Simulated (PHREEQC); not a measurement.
# Metal-bearing waste water

Consider water at 20 °C with 0.0025 mol FeSO4, 0.096 mol NiCl2 and 0.0075 mol HCl per kg of water. Closed to the air; pH follows from the charge balance.

All values are PHREEQC results (ion-association model, wateq4f.dat), not measurements.

No solid was allowed to form.

Question: Estimate the pH, ionic strength.

Answer: pH 2.24; ionic strength 0.269 mol/kgw.

Question: In which forms is Ni present?

Answer: Ni+2 85 %, NiCl+ 11 %, NiCl2 3.4 %, NiSO4 1.2 % of the Ni.
